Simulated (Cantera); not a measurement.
Input: 1 mol Si3N4, 0.058 mol H2O, 1.4 mol H2, at 3830 Torr.

Method: chemical equilibrium by Gibbs-energy minimisation in Cantera with the NASA 1993 tables (ideal gas, pure condensed phases). Candidate condensed phases: H2O, Si, SiO2, Si2N2O, Si3N4; 35 gas species. Mutual solubility and eutectic melting of coexisting phases are not modelled. Gases not in the tables: Si2H6 and higher silanes. Kinetics and transport are ignored.

Q: At 1700 °C, list the 6 most abundant gas species with their mole fractions, and the condensed phases.

A: H2 0.976, N2 0.0225, SiO 0.000768, H 0.000590, SiH2 8.87e-5, NH3 1.55e-5. Condensed: Si(l) + Si2N2O(s) + Si3N4(s).
